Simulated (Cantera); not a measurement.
## Premixed flame

A freely propagating, adiabatic, planar premixed flame of 7.05 % C2H6, 19.0 % O2, 71.2 % N2, 2.82 % H2O, unburnt at 398 K and 1.00 atm; multicomponent transport, grid criteria slope 0.08 and curve 0.16, no radiation.

Cantera simulation using GRI-Mech 3.0 (53 species, 325 reactions); the numbers are that mechanism's predictions, not measurements. Burning velocities carry a grid error of a few per cent, more on coarse grids.

```
z (mm)  T (K)  u (m/s)   x C2H6      x O2   x H2O      x CO    x HCO     x NO
------  -----  -------  -------  --------  ------  --------  -------  -------
-1.21     398    0.521   0.0703     0.189  0.0282   5.21e-6    <1e-8    <1e-8
-0.808    401    0.526   0.0701     0.188  0.0284   6.98e-5    <1e-8    <1e-8
-0.606    412    0.543   0.0696     0.186  0.0295  0.000403    <1e-8  1.39e-8
-0.404    501    0.670   0.0673     0.178  0.0386   0.00346    <1e-8  1.82e-7
-0.202    969     1.34   0.0463     0.133  0.0816    0.0244  4.10e-7  3.92e-6
-0.101   1382     1.96   0.0196    0.0885   0.119    0.0490  1.38e-5  1.02e-5
0        1755     2.55  0.00133    0.0418   0.153    0.0750  4.71e-5  1.97e-5
0.101    1931     2.81  6.15e-6    0.0151   0.171    0.0819  1.96e-5  3.45e-5
0.202    1983     2.88  1.87e-8   0.00554   0.175    0.0772  3.33e-6  4.82e-5
0.404    2012     2.90    <1e-8   0.00171   0.175    0.0698  2.20e-7  6.15e-5
0.808    2038     2.93    <1e-8  0.000967   0.174    0.0669  1.36e-7  6.86e-5
1.62     2067     2.97    <1e-8  0.000573   0.176    0.0668  1.02e-7  7.18e-5
3.23     2093     3.00    <1e-8  0.000269   0.178    0.0671  6.79e-8  7.36e-5
```
x: mole fraction of selected species; z is measured from the peak of heat release.

```json
{
 "laminar_burning_velocity": "51.9 cm/s",
 "thermal_thickness": "0.404 mm",
 "peak x(CO)": "0.0821",
 "peak x(HCO)": "4.71e-5",
 "grid_points": "151"
}
```
